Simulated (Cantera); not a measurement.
Transport properties of process gases

Gas mixture: 30.6 % CH4, 50.0 % CO2, 19.4 % C2H4, at 20.0 Torr, frozen composition.

Cantera's kinetic-theory transport with the Lennard-Jones parameters of GRI-Mech 3.0, ideal gas; thermal conductivity in the multicomponent form. The composition is frozen, though it would react at the higher temperatures.

```csv
T (K),ρ (kg/m³),cp (J/kg/K),μ (µPa s),λ (mW/m/K),Pr,D (cm²/s) O,D (cm²/s) CO2,D (cm²/s) CH4
400,0.0259,1337,17.5,33.2,0.703,17.4,9.49,11.1
650,0.0160,1725,26.1,64.0,0.703,40.3,22.9,26.5
900,0.0115,2002,33.2,95.2,0.699,70.1,40.5,46.5
1150,0.00902,2215,39.5,126,0.695,106,61.6,70.6
1400,0.00741,2368,45.2,155,0.692,147,86.1,98.4
1650,0.00629,2481,50.5,182,0.690,193,113,130
1900,0.00546,2565,55.4,207,0.688,244,144,164
2150,0.00483,2629,60.1,231,0.686,299,177,201
2400,0.00432,2680,64.6,253,0.684,359,212,242
```
D: mixture-averaged diffusion coefficient of that species in the mixture.
